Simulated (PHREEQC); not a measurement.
**Brine: an equilibrium model**

Consider water at 15 °C with 0.28 mol/kgw MgSO4 and 0.28 mol/kgw KBr. Closed to the air; pH follows from the charge balance.

Computed with PHREEQC (Pitzer model, pitzer.dat).

No solid was allowed to form.

### Question
Estimate the activity of water, osmotic coefficient, density.

### Answer
activity of water 0.985; osmotic coefficient 0.732; density 1.056 g/cm³.
